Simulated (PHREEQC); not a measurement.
Make-up at 25 °C: 18 mmol/kgw NaOH, 0.00099 mmol/kgw H4SiO4 and 1.3 mmol/kgw Na2CO3. Closed to the air; pH follows from the charge balance.

Computed with PHREEQC (Pitzer model, pitzer.dat).

Task: The ionic strength comes out as 0.0219 mol/kgw. What activity coefficients do HCO3-, CO3-2, Na+, OH- get?

Result: HCO3- 0.96, CO3-2 0.55, Na+ 0.87, OH- 0.86. Single-ion values are on the MacInnes scale.

Precipitation was switched off in this run. Species that the database lacks are ignored.
